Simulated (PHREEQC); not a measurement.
Brine

Solution (44 °C): 1.3 mol KCl, 2.1 mol MnCl2 and 0.0014 mol H4SiO4 per kg of water. Closed to the air; pH follows from the charge balance.

All values are PHREEQC results (ion-association model with the Davies equation for every ion, phreeqc.dat), not measurements.

This is a speciation only: nothing precipitates in the calculation.

Q: Predict the pH.

A: pH 5.44.

Q: In which forms is Mn present?

A: MnCl+ 44 %, MnCl2 28 %, MnCl3- 25 %, Mn+2 3.3 % of the Mn.

Saturation is exceeded, for instance for Quartz (slow to form), Chalcedony (slow to form); the values hold only as long as no solid forms. Ionic strength above about 0.7 mol/kgw puts this run outside the model's range. Complexes and solids missing from the database can't appear. Away from 25 °C the constants follow the database's enthalpies or fits; those with neither stay at their 25 °C values.
